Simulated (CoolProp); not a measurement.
Sulfur hexafluoride along the isotherm 228.6 K: density (kg/m³) from the reference equation and from simpler models built on Tc = 318.7 K, pc = 3.755 MPa, ω = 0.210; each cubic takes its own stable root.

Values from CoolProp's reference Helmholtz-energy equation of state, Guder 2009.

```tsv
p (MPa)	phase	reference
0.704	liquid	1822
1.41	liquid	1826
2.11	liquid	1830
2.82	liquid	1834
```

How far does each simpler model (van der Waals, Redlich-Kwong, Soave-Redlich-Kwong, Peng-Robinson) lie from the reference over these 4 states: mean and median of the absolute difference, and the worst?


- van der Waals: mean 50.7 %, median 35.6 %, worst -96.6 % at 228.6 K and 0.704 MPa
- Redlich-Kwong: mean 7.2 %, median 7.2 %, worst -7.6 % at 228.6 K and 0.704 MPa
- Soave-Redlich-Kwong: mean 4.2 %, median 4.2 %, worst -4.4 % at 228.6 K and 0.704 MPa
- Peng-Robinson: mean 8.4 %, median 8.4 %, worst +8.6 % at 228.6 K and 2.82 MPa

At some of these states van der Waals gives the other phase, because its saturation line lies elsewhere.
